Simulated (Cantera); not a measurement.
An isothermal, constant-pressure homogeneous reactor starts with 6.32 % CH₄, 91.9 % CO₂, 1.81 % H₂, at 1750 K and 140000 Pa.

Cantera simulation using GRI-Mech 3.0 (53 species, 325 reactions); the numbers are that mechanism's predictions, not measurements.

x: mole fraction; the columns are a selection and need not sum to one.

```csv
t (s),x CH₄,x CO₂,x H₂,x C₂H₄,x HO₂,x CO,x C₂H₂
3.00e-6,0.0631,0.919,0.0181,1.32e-9,<1e-12,2.01e-6,<1e-12
1.02e-5,0.0631,0.919,0.0181,7.03e-8,<1e-12,9.39e-6,1.20e-10
3.44e-5,0.0629,0.919,0.0181,(withheld),2.06e-12,(withheld),(withheld)
0.000116,0.0623,0.918,0.0181,7.65e-5,3.06e-12,0.000444,2.93e-6
0.000393,0.0593,0.914,0.0185,0.000911,3.97e-12,0.00323,0.000212
0.00133,0.0487,0.893,0.0213,0.00223,5.62e-12,0.0162,0.00355
0.00451,0.0279,0.834,0.0178,0.00113,8.69e-12,0.0565,0.0132
0.0152,0.00669,0.753,0.00719,0.000177,1.28e-11,0.118,0.0197
0.0516,0.00105,0.694,0.00817,1.11e-5,1.51e-11,0.175,0.0116
0.175,0.000225,0.649,0.0111,8.70e-7,1.09e-11,0.223,0.00130
0.591,(withheld),0.643,0.0115,6.71e-11,1.66e-11,0.229,(withheld)
2.00,1.85e-12,0.643,0.0115,<1e-12,1.66e-11,0.229,<1e-12
```

Problem. Complete the blanks.

Solution. 
- 3.44e-5, x C₂H₄: 2.82e-6
- 3.44e-5, x CO: 5.72e-5
- 3.44e-5, x C₂H₂: 2.05e-8
- 0.591, x CH₄: 2.31e-8
- 0.591, x C₂H₂: 1.25e-7
